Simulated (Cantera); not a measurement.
What does this Cantera script print?

```python
import numpy as np
import cantera as ct

gas_names = """
    CL CL2 H HCL H2 N NH NH2 NH3 N2 N2H2 N2H4 Na NaCL NaH Na2 Na2CL2
""".split()
cond_names = """
    NH4CL(a) NH4CL(b) Na(cr) Na(L) NaCL(s) NaCL(L)
""".split()


def load(file, names, dense=False):
    # The tables refer to 1 bar. Condensed volumes are neglected.
    table = {s.name: s for s in ct.Species.list_from_file(file)}
    out = []
    for n in names:
        d = dict(table[n].input_data)
        d["thermo"] = dict(d["thermo"], **{"reference-pressure": 1e5})
        if dense:
            d["equation-of-state"] = {"model": "constant-volume", "density": "1e6 g/cm^3"}
        out.append(ct.Species.from_dict(d))
    return out


gas = ct.Solution(thermo="ideal-gas", species=load("nasa_gas.yaml", gas_names))
cond = {s.name: ct.Solution(thermo="fixed-stoichiometry", species=[s], name=s.name)
        for s in load("nasa_condensed.yaml", cond_names, dense=True)}
atoms = {
    'NaCl': {'Na': 1, 'CL': 1},
    'H2': {'H': 2},
    'N2': {'N': 2},
}
top_T = {}  # K; cautious upper limits of use, not melting points


def equilibrate(T, P, feed):
    n = {}
    for name, mol in feed.items():
        for a, k in atoms[name].items():
            n[a] = n.get(a, 0.0) + k * mol
    gas.TPX = T, P, n
    mass = sum(n.values()) * gas.mean_molecular_weight
    gas.equilibrate("TP")
    valid = [c for c in cond.values() if c.min_temp <= T <= top_T.get(c.name, c.max_temp)]
    mix = ct.Mixture([(gas, mass / gas.mean_molecular_weight)] + [(c, 0.0) for c in valid])
    mix.T, mix.P = T, P
    mix.equilibrate("TP", solver="vcs", rtol=1e-11, max_steps=5000)
    return mix


results = []
feed = {'NaCl': 1, 'H2': 7.8, 'N2': 0.33}  # mol
P = 22  # Pa
for T in [1023, 1123, 1223, 1323, 1423, 1523, 1623, 1723, 1823, 1923, 2023, 2123, 2223]:
    mix = equilibrate(T, P, feed)
    results.append((T, P, feed, dict(zip(mix.species_names, mix.species_moles))))
    x = sorted(zip(gas.X, gas.species_names), reverse=True)
    print(f"T = {T:g} K  P = {P:g} Pa  gas = {mix.phase_moles(0):.4g} mol")
    print("   x: " + "  ".join(f"{s} {v:.3e}" for v, s in x if v > 1e-06))
    print("   condensed (mol): " + ("  ".join(f"{mix.phase(i).name} {mix.phase_moles(i):.4g}"
          for i in range(1, mix.n_phases) if mix.phase_moles(i) > 1e-12) or "none"))
```

It prints:

```
T = 1023 K  P = 22 Pa  gas = 9.064 mol
   x: H2 8.604e-01  NaCL 9.511e-02  N2 3.641e-02  Na2CL2 7.434e-03  HCL 3.501e-04  Na 3.501e-04
   condensed (mol): none
T = 1123 K  P = 22 Pa  gas = 9.124 mol
   x: H2 8.544e-01  NaCL 1.062e-01  N2 3.617e-02  Na2CL2 1.171e-03  HCL 1.028e-03  Na 1.028e-03  H 2.654e-06
   condensed (mol): none
T = 1223 K  P = 22 Pa  gas = 9.139 mol
   x: H2 8.522e-01  NaCL 1.066e-01  N2 3.611e-02  HCL 2.421e-03  Na 2.421e-03  Na2CL2 2.100e-04  H 1.871e-05
   condensed (mol): none
T = 1323 K  P = 22 Pa  gas = 9.153 mol
   x: H2 8.497e-01  NaCL 1.042e-01  N2 3.606e-02  Na 4.947e-03  HCL 4.947e-03  H 9.856e-05  Na2CL2 4.666e-05
   condensed (mol): none
T = 1423 K  P = 22 Pa  gas = 9.173 mol
   x: H2 8.456e-01  NaCL 9.995e-02  N2 3.597e-02  Na 9.037e-03  HCL 9.034e-03  H 4.118e-04  Na2CL2 1.229e-05  CL 3.604e-06
   condensed (mol): none
T = 1523 K  P = 22 Pa  gas = 9.206 mol
   x: H2 8.391e-01  NaCL 9.360e-02  N2 3.585e-02  Na 1.502e-02  HCL 1.500e-02  H 1.427e-03  CL 2.048e-05  Na2CL2 3.652e-06  NaH 1.096e-06
   condensed (mol): none
T = 1623 K  P = 22 Pa  gas = 9.256 mol
   x: H2 8.291e-01  NaCL 8.503e-02  N2 3.565e-02  Na 2.300e-02  HCL 2.291e-02  H 4.243e-03  CL 9.235e-05  NaH 1.809e-06  Na2CL2 1.170e-06
   condensed (mol): none
T = 1723 K  P = 22 Pa  gas = 9.336 mol
   x: H2 8.137e-01  NaCL 7.440e-02  N2 3.535e-02  Na 3.271e-02  HCL 3.237e-02  H 1.109e-02  CL 3.418e-04  NaH 2.739e-06
   condensed (mol): none
T = 1823 K  P = 22 Pa  gas = 9.464 mol
   x: H2 7.900e-01  NaCL 6.218e-02  Na 4.348e-02  HCL 4.242e-02  N2 3.487e-02  H 2.596e-02  CL 1.064e-03  NaH 3.825e-06
   condensed (mol): none
T = 1923 K  P = 22 Pa  gas = 9.672 mol
   x: H2 7.532e-01  H 5.512e-02  Na 5.422e-02  HCL 5.139e-02  NaCL 4.917e-02  N2 3.412e-02  CL 2.829e-03  NaH 4.935e-06
   condensed (mol): none
T = 2023 K  P = 22 Pa  gas = 10.02 mol
   x: H2 6.968e-01  H 1.069e-01  Na 6.353e-02  HCL 5.704e-02  NaCL 3.630e-02  N2 3.295e-02  CL 6.498e-03  NaH 5.863e-06
   condensed (mol): none
T = 2123 K  P = 22 Pa  gas = 10.57 mol
   x: H2 6.146e-01  H 1.896e-01  Na 6.998e-02  HCL 5.706e-02  N2 3.122e-02  NaCL 2.462e-02  CL 1.292e-02  NaH 6.363e-06
   condensed (mol): none
T = 2223 K  P = 22 Pa  gas = 11.42 mol
   x: H2 5.044e-01  H 3.067e-01  Na 7.248e-02  HCL 5.029e-02  N2 2.889e-02  CL 2.220e-02  NaCL 1.506e-02  NaH 6.238e-06
   condensed (mol): none
```

These are equilibrium values from Cantera (NASA tables, ideal gas, pure condensed phases), not measurements of a reactor.
